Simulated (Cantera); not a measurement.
# Ignition delay

Mixture: H2 : O2 : N2 : H2O = 1 : 0.25 : 0.675 : 0.27 (molar parts), at 1350 Torr, adiabatic and at constant volume. Ignition delay is the time to a rise of 400 K.

Model: the H2/O2 subset of GRI-Mech 3.0, which has no nitrogen chemistry, integrated in Cantera. Where the delays flatten at high temperature, the 400 K rule measures the pace of heat release, not the induction time.

```json
[
 {"T0 (K)": "1223", "delay (ms)": "0.0326"},
 {"T0 (K)": "1298", "delay (ms)": "0.0193"},
 {"T0 (K)": "1373", "delay (ms)": "0.0133"},
 {"T0 (K)": "1448", "delay (ms)": "0.00991"},
 {"T0 (K)": "1523", "delay (ms)": "0.00782"},
 {"T0 (K)": "1598", "delay (ms)": "0.00647"},
 {"T0 (K)": "1673", "delay (ms)": "0.00558"}
]
```
